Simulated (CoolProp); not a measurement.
A single-stage vapour-compression cycle with R125: evaporating at 207.15 K (dew point), condensing at 254.15 K (bubble point), superheat 10 K, subcooling 5 K, compressor efficiency 0.8, no pressure losses. Each further row changes one setting.

Computed with CoolProp (reference Helmholtz-energy equation of state, Lemmon 2005).

| case | cooling COP | pressure ratio | discharge temperature (K) | refrigerating effect (kJ/kg) | volumetric capacity (kJ/m³) |
|---|---|---|---|---|---|
| as stated | 2.95 | 9.11 | 285.5 | 133 | 345 |
| evaporating temperature 212.15 K | 3.47 | 6.82 | 282.0 | 136 | 463 |
| condensing temperature 249.15 K | 3.40 | 7.54 | 279.3 | 139 | 360 |
| subcooling 10 K | 3.08 | 9.11 | 285.5 | 139 | 360 |
| superheat 20 K | 2.96 | 9.11 | 296.3 | 139 | 346 |
| compressor efficiency 0.7 | 2.58 | 9.11 | 293.3 | 133 | 345 |
